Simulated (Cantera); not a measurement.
Cantera run:

```python
import numpy as np
import cantera as ct

gas_names = [...]  # 97 gases of nasa_gas.yaml made of Al, C, H, N
cond_names = """
    AL(cr) AL(L) ALN(s) C(gr) C6H6(L) C7H8(L) C8H18(L),n-octa
""".split()


# ... load() reads the species with a 1 bar reference pressure and builds the phases ...
atoms = {
    'Al(CH3)3': {'AL': 1, 'C': 3, 'H': 9},
    'N2': {'N': 2},
}
top_T = {'ALN(s)': 2750, 'C(gr)': 4500}  # K; cautious upper limits of use, not melting points


# ... equilibrate(T, P, feed) seeds the gas with the atoms and calls Mixture.equilibrate('TP', solver="vcs", rtol=1e-11, max_steps=5000) ...
results = []
T = 2000  # K
P = 430  # Pa
for m in [2.7, 8.2, 14, 19, 25, 30, 36, 41, 47, 52, 58]:
    feed = {'Al(CH3)3': 1, 'N2': m}  # mol
    mix = equilibrate(T, P, feed)
    results.append((T, P, feed, dict(zip(mix.species_names, mix.species_moles))))
    x = sorted(zip(gas.X, gas.species_names), reverse=True)
    print(f"T = {T:g} K  P = {P:g} Pa  n(N2) = {m:g} mol  gas = {mix.phase_moles(0):.4g} mol")
    print("   x: " + "  ".join(f"{s} {v:.3e}" for v, s in x if v > 1e-05))
    print("   condensed (mol): " + ("  ".join(f"{mix.phase(i).name} {mix.phase_moles(i):.4g}"
          for i in range(1, mix.n_phases) if mix.phase_moles(i) > 1e-12) or "none"))
```

Result:

```
T = 2000 K  P = 430 Pa  n(N2) = 2.7 mol  gas = 8.268 mol
   x: H2 5.308e-01  N2 3.233e-01  AL 1.193e-01  H 1.807e-02  HCN 6.109e-03  ALH 1.594e-03  C2H2,acetylene 4.078e-04  HNC 3.471e-04  AL2 1.868e-05
   condensed (mol): C(gr) 2.94
T = 2000 K  P = 430 Pa  n(N2) = 8.2 mol  gas = 13.79 mol
   x: N2 5.912e-01  H2 3.154e-01  AL 7.176e-02  H 1.393e-02  HCN 6.367e-03  ALH 7.388e-04  HNC 3.618e-04  C2H2,acetylene 2.423e-04
   condensed (mol): C(gr) 2.9
T = 2000 K  P = 430 Pa  n(N2) = 14 mol  gas = 19.61 mol
   x: N2 7.108e-01  H2 2.202e-01  AL 5.055e-02  H 1.164e-02  HCN 5.834e-03  ALH 4.349e-04  HNC 3.315e-04  C2H2,acetylene 1.691e-04
   condensed (mol): C(gr) 2.872
T = 2000 K  P = 430 Pa  n(N2) = 19 mol  gas = 24.62 mol
   x: N2 7.688e-01  H2 1.744e-01  AL 4.030e-02  H 1.036e-02  HCN 5.400e-03  ALH 3.086e-04  HNC 3.068e-04  C2H2,acetylene 1.340e-04
   condensed (mol): C(gr) 2.853
T = 2000 K  P = 430 Pa  n(N2) = 25 mol  gas = 30.64 mol
   x: N2 8.133e-01  H2 1.394e-01  AL 3.241e-02  H 9.259e-03  HCN 4.965e-03  HNC 2.822e-04  ALH 2.219e-04  C2H2,acetylene 1.071e-04
   condensed (mol): C(gr) 2.832
T = 2000 K  P = 430 Pa  n(N2) = 30 mol  gas = 35.65 mol
   x: N2 8.391e-01  H2 1.193e-01  AL 2.787e-02  H 8.566e-03  HCN 4.665e-03  HNC 2.651e-04  ALH 1.765e-04  C2H2,acetylene 9.165e-05
   condensed (mol): C(gr) 2.817
T = 2000 K  P = 430 Pa  n(N2) = 36 mol  gas = 41.66 mol
   x: N2 8.618e-01  H2 1.016e-01  AL 2.386e-02  H 7.905e-03  HCN 4.363e-03  HNC 2.480e-04  ALH 1.395e-04  C2H2,acetylene 7.805e-05
   condensed (mol): C(gr) 2.801
T = 2000 K  P = 430 Pa  n(N2) = 41 mol  gas = 46.67 mol
   x: N2 8.763e-01  H2 9.037e-02  AL 2.131e-02  H 7.455e-03  HCN 4.149e-03  HNC 2.358e-04  ALH 1.174e-04  C2H2,acetylene 6.942e-05
   condensed (mol): C(gr) 2.788
T = 2000 K  P = 430 Pa  n(N2) = 47 mol  gas = 52.68 mol
   x: N2 8.901e-01  H2 7.973e-02  AL 1.888e-02  H 7.003e-03  HCN 3.928e-03  HNC 2.232e-04  ALH 9.776e-05  C2H2,acetylene 6.125e-05
   condensed (mol): C(gr) 2.774
T = 2000 K  P = 430 Pa  n(N2) = 52 mol  gas = 57.69 mol
   x: N2 8.994e-01  H2 7.257e-02  AL 1.725e-02  H 6.681e-03  HCN 3.767e-03  HNC 2.141e-04  ALH 8.519e-05  C2H2,acetylene 5.575e-05
   condensed (mol): C(gr) 2.763
T = 2000 K  P = 430 Pa  n(N2) = 58 mol  gas = 63.7 mol
   x: N2 9.086e-01  H2 6.548e-02  AL 1.562e-02  H 6.346e-03  HCN 3.597e-03  HNC 2.044e-04  ALH 7.331e-05  C2H2,acetylene 5.030e-05
   condensed (mol): C(gr) 2.751
```

Method: chemical equilibrium by Gibbs-energy minimisation in Cantera with the NASA 1993 tables (ideal gas, pure condensed phases). The feed counts by its element totals alone.
